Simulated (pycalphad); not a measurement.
An equivalent pycalphad script:

```python
from pycalphad import Database, equilibrium, calculate, variables as v
import numpy as np
db = Database('COST507.tdb')
comps = ['TI', 'HF', 'B', 'VA']
phases = ['B2M', 'B2TI', 'B4M3', 'B4TI3', 'BCC_A2', 'BETA_RHOMBO_B', 'BM', 'BTI', 'HCP_A3', 'LIQUID']
eq = equilibrium(db, comps, phases, {v.X('HF'): 0.0092, v.X('B'): 0.0075, v.T: np.arange(2850, 499, -40), v.P: 101325, v.N: 1}, output=['HM', 'SM'])
```

Source of the numbers: pycalphad with the COST 507 light-alloy database (1999); pressure 1 atm. The data set is of 1999 and partly superseded. Amounts are mole fractions of atoms. Diffusion is slow at the low end, where real alloys seldom reach equilibrium.

Results at three of the temperatures:

```
T = 2770.00 K, P = 101325 Pa, N = 1 mol of atoms
G = -211609 J/mol, H = 107502 J/mol, S = 115.20 J/(mol K)  (SER reference)
chemical potentials (J/mol): Ti -209164, Hf -365935, B -342880
phase             fraction      x(Ti)      x(Hf)       x(B)
LIQUID              1.0000     0.9833     0.0092     0.0075
```

```
T = 1930.00 K, P = 101325 Pa, N = 1 mol of atoms
G = -121422 J/mol, H = 68735 J/mol, S = 98.53 J/(mol K)  (SER reference)
chemical potentials (J/mol): Ti -119481, Hf -227345, B -246032
phase             fraction      x(Ti)      x(Hf)       x(B)
LIQUID              1.0000     0.9833     0.0092     0.0075
```

```
T = 1770.00 K, P = 101325 Pa, N = 1 mol of atoms
G = -106847 J/mol, H = 48311 J/mol, S = 87.66 J/(mol K)  (SER reference)
chemical potentials (J/mol): Ti -105224, Hf -202507, B -202173
phase             fraction      x(Ti)      x(Hf)       x(B)
BCC_A2              0.9892     0.9886     0.0093     0.0021
BM                  0.0108     0.4991   0.000872     0.5000
```

Changes of the phase set, refined by bisection:

```json
[
 {"T (K)": "1922.9", "phases above": "LIQUID", "phases below": "BCC_A2 + LIQUID"},
 {"T (K)": "1814.2", "phases above": "BCC_A2 + LIQUID", "phases below": "BCC_A2 + BM"},
 {"T (K)": "1149.3", "phases above": "BCC_A2 + BM", "phases below": "BCC_A2 + BM + HCP_A3"},
 {"T (K)": "1147.1", "phases above": "BCC_A2 + BM + HCP_A3", "phases below": "BM + HCP_A3"}
]
```

Database names, with the compositions (at.%) that they take in these runs: BM: Ti 50 B 50. BCC_A2 is bcc; HCP_A3 is hcp.
